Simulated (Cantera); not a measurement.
Charge: 1 mol SiH2Cl2, 7.5 mol N2, at 0.100 bar.

Equilibrium computed with Cantera from the NASA thermochemical tables; the gas is ideal and each condensed phase is pure. Candidate condensed phases: NH4Cl, Si, Si3N4; 28 gas species. N2 is the only nitrogen source here; it is nearly inert below about 1500 K, so the nitride shown seldom forms there in practice. The tables' values for SiCl3 are old estimates; treat these amounts as uncertain. Equilibrium is a limit: real reactors are often held back by kinetics, nucleation or transport. All values below are at 900 °C.

Base state: N2 0.793, HCl 0.143, H2 0.0425, SiCl4 0.0210, SiCl3 0.000257, SiHCl3 0.000146, SiCl2 3.11e-5 (mole fractions); condensed: Si3N4(s).

**Question.** What changes in the equilibrium state with this change: SiH2Cl2 replaced by SiH4?

**Answer.** 
| species | before | after |
|---|---|---|
| N2 | 0.793 | 0.774 |
| H2 | 0.0425 | 0.226 |
| HCl | 0.143 | 0 |
| SiCl4 | 0.0210 | 0 |
| SiCl3 | 0.000257 | 0 |
| SiHCl3 | 0.000146 | 0 |
| Si3N4(s), mol | 0.271 | 0.333 |
